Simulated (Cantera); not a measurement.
Chlorosilane synthesis and conversion: SiCl₄ + H₂ + Cl₂

Charge: 1 mol SiCl₄, 0.76 mol H₂, a varied amount of Cl₂, at 227 °C and 140000 Pa.

Method: chemical equilibrium by Gibbs-energy minimisation in Cantera with the NASA 1993 tables (ideal gas, pure condensed phases). Candidate condensed phases: Si; 19 gas species. Rates play no part.

```json
[
 {"n(Cl₂) (mol)": "0.5", "x HCl": "0.442", "x SiCl₄": "0.442", "x Cl₂": "<1e-12", "x H₂": "0.115", "x SiHCl₃": "1.83e-7"},
 {"n(Cl₂) (mol)": "0.7", "x HCl": "0.569", "x SiCl₄": "0.407", "x Cl₂": "<1e-12", "x H₂": "0.0244", "x SiHCl₃": "2.77e-8"},
 {"n(Cl₂) (mol)": "0.9", "x HCl": "0.571", "x SiCl₄": "0.376", "x Cl₂": "0.0526", "x H₂": "<1e-12", "x SiHCl₃": "<1e-12"},
 {"n(Cl₂) (mol)": "1.1", "x HCl": "0.531", "x SiCl₄": "0.350", "x Cl₂": "0.119", "x H₂": "<1e-12", "x SiHCl₃": "<1e-12"},
 {"n(Cl₂) (mol)": "1.3", "x HCl": "0.497", "x SiCl₄": "0.327", "x Cl₂": "0.176", "x H₂": "<1e-12", "x SiHCl₃": "<1e-12"},
 {"n(Cl₂) (mol)": "1.5", "x HCl": "0.466", "x SiCl₄": "0.307", "x Cl₂": "0.227", "x H₂": "<1e-12", "x SiHCl₃": "<1e-12"},
 {"n(Cl₂) (mol)": "1.7", "x HCl": "0.439", "x SiCl₄": "0.289", "x Cl₂": "0.272", "x H₂": "<1e-12", "x SiHCl₃": "<1e-12"},
 {"n(Cl₂) (mol)": "1.9", "x HCl": "0.415", "x SiCl₄": "0.273", "x Cl₂": "0.311", "x H₂": "<1e-12", "x SiHCl₃": "<1e-12"},
 {"n(Cl₂) (mol)": "2.1", "x HCl": "0.394", "x SiCl₄": "0.259", "x Cl₂": "0.347", "x H₂": "<1e-12", "x SiHCl₃": "<1e-12"},
 {"n(Cl₂) (mol)": "2.3", "x HCl": "0.374", "x SiCl₄": "0.246", "x Cl₂": "0.379", "x H₂": "<1e-12", "x SiHCl₃": "<1e-12"},
 {"n(Cl₂) (mol)": "2.5", "x HCl": "0.357", "x SiCl₄": "0.235", "x Cl₂": "0.408", "x H₂": "<1e-12", "x SiHCl₃": "<1e-12"}
]
```
x: gas mole fraction; nothing condenses.

From 0.5 mol Cl₂ to 2.5 mol Cl₂ nothing is condensed. The main Si-bearing gas is SiCl₄ throughout.
